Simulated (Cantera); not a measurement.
**Carbothermic reduction: MgO + C + CO**

Input: 1 mol MgO, 6.2 mol C, 0.26 mol CO.

Method: chemical equilibrium by Gibbs-energy minimisation in Cantera with the NASA 1993 tables (ideal gas, pure condensed phases). Candidate condensed phases: C, Mg, MgCO3, MgO; 15 gas species. Kinetics and transport are ignored.

Stable condensed phases:

```
T in °C \ P in Pa
              10      52     270    1400    7200   37000  190000 1000000
   1800        A       A       A       A       A       A       B       B
   1775        A       A       A       A       A       A       B       B
   1750        A       A       A       A       A       A       B       B
   1725        A       A       A       A       A       A       B       B
   1700        A       A       A       A       A       A       B       B
   1675        A       A       A       A       A       A       B       B
   1650        A       A       A       A       A       B       B       B
   1625        A       A       A       A       A       B       B       B
   1600        A       A       A       A       A       B       B       B
   1575        A       A       A       A       A       B       B       B
   1550        A       A       A       A       A       B       B       B
   1525        A       A       A       A       A       B       B       B
   1500        A       A       A       A       B       B       B       B
```

A: C; B: C + MgO.
